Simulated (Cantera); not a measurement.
## Thermodynamics of halide evaporation, hydrolysis and transport, feed BaF₂ + H₂

Feed: 1 mol BaF₂, 4.7 mol H₂, equilibrated at 0.390 Pa.

Cantera equilibrium calculation (NASA polynomials, part measured and part estimated; ideal gas, pure solids and liquids). Candidate condensed phases: Ba, BaF₂; 14 gas species. Kinetics and transport are ignored.

| T (K) | x H₂ | x H | x BaF₂ | x HF | x BaF | x Ba | n BaF₂(s) |
|---|---|---|---|---|---|---|---|
| 1075 | 1.000 | 7.43e-6 | 6.16e-5 | 3.08e-5 | 3.05e-5 | 1.81e-7 | 1.000 |
| 1175 | 0.997 | 6.20e-5 | 0.00232 | 0.000499 | 0.000496 | 1.59e-6 | 0.987 |
| 1275 | 0.943 | 0.000362 | 0.0468 | 0.00501 | 0.00499 | 9.61e-6 | 0.743 |
| 1375 | 0.807 | 0.00156 | 0.156 | 0.0177 | 0.0176 | 4.22e-5 | 0 |
| 1475 | 0.791 | 0.00584 | 0.142 | 0.0308 | 0.0305 | 0.000160 | 0 |
| 1575 | 0.764 | 0.0184 | 0.122 | 0.0482 | 0.0471 | 0.000503 | 0 |
| 1675 | 0.717 | 0.0498 | 0.0983 | 0.0682 | 0.0655 | 0.00135 | 0 |
| 1775 | 0.638 | 0.117 | 0.0732 | 0.0874 | 0.0812 | 0.00308 | 0 |
| 1875 | 0.515 | 0.238 | 0.0502 | 0.101 | 0.0895 | 0.00599 | 0 |
| 1975 | 0.352 | 0.411 | 0.0326 | 0.107 | 0.0877 | 0.00966 | 0 |
| 2075 | 0.191 | 0.589 | 0.0219 | 0.105 | 0.0797 | 0.0129 | 0 |
x: gas mole fraction; n: condensed amount in mol.

From 1075 K to 1275 K the condensed part is BaF₂(s). From 1375 K to 2075 K nothing is condensed. The main Ba-bearing gas is BaF₂ at 1075 K and BaF at 2075 K.
